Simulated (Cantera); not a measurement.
An adiabatic, constant-volume homogeneous reactor starts with 22.2 % CH3OH, 15.8 % O2, 59.6 % N2, 2.44 % H2O, equivalence ratio 2.1, at 1250 K and 16.8 atm.

Computed with Cantera and GRI-Mech 3.0 (53 species, 325 reactions). GRI-Mech 3.0 was tuned for natural gas; its chemistry of methanol as a main component is partial and can be far from experiment. The pressure lies above the range GRI-Mech 3.0 was tuned for (to about 10 atm).

Problem. Predict: time of steepest temperature rise; temperature at 0.100 s; equilibrium temperature; x(O2) at 0.100 s; x(H2O) at 0.100 s; x(NO) at 0.100 s; x(CH3) at 0.100 s; x(CH4) at 0.100 s.

Solution. 
```json
{
 "time_of_steepest_temperature_rise": "0.360 ms",
 "temperature at 0.100 s": "2692 K",
 "equilibrium_temperature": "2692 K",
 "x(O2) at 0.100 s": "1.26e-5 (gas-phase equilibrium 1.26e-5)",
 "x(H2O) at 0.100 s": "0.228 (gas-phase equilibrium 0.228)",
 "x(NO) at 0.100 s": "0.000187 (gas-phase equilibrium 0.000187)",
 "x(CH3) at 0.100 s": "1.86e-9 (gas-phase equilibrium 2.06e-9)",
 "x(CH4) at 0.100 s": "4.91e-9 (gas-phase equilibrium 5.45e-9)"
}
```
